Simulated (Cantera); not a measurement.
Equilibrium for carbon deposition, reforming and gasification: C₃H₈ + H₂ + N₂ + NH₃

Charge: 1 mol C₃H₈, 0.77 mol H₂, 5.9 mol N₂, 0.019 mol NH₃, held at 2.40 bar.

Cantera equilibrium calculation (NASA polynomials, part measured and part estimated; ideal gas, pure solids and liquids). Candidate condensed phases: C, C₆H₆, C₇H₈, C₈H₁₈; 92 gas species. Equilibrium is a limit: real reactors are often held back by kinetics, nucleation or transport.

From 798 K to 1798 K the condensed part is C(graphite). The main C-bearing gas is CH₄ at 798 K and HCN at 1798 K. The share of C in condensed phases is highest at 1498 K (99.4 %) and lowest at 798 K (53.2 %).

```
T (K)   x N₂   x H₂     x CH₄     x HCN  n C(graphite)
-----  -----  -----  --------  --------  -------------
798    0.635  0.213     0.151   3.28e-8           1.59
898    0.596  0.323    0.0803   3.68e-7           2.20
998    0.572  0.392    0.0360   2.38e-6           2.63
1098   0.561  0.424    0.0157   1.05e-5           2.83
1198   0.556  0.437   0.00734   3.59e-5           2.92
1298   0.554  0.442   0.00374  0.000101           2.96
1398   0.553  0.445   0.00207  0.000242           2.98
1498   0.552  0.446   0.00124  0.000517           2.98
1598   0.552  0.446  0.000787   0.00100           2.98
1698   0.551  0.446  0.000527   0.00180           2.97
1798   0.550  0.446  0.000369   0.00301           2.96
```
x: gas mole fraction; n: condensed amount in mol.
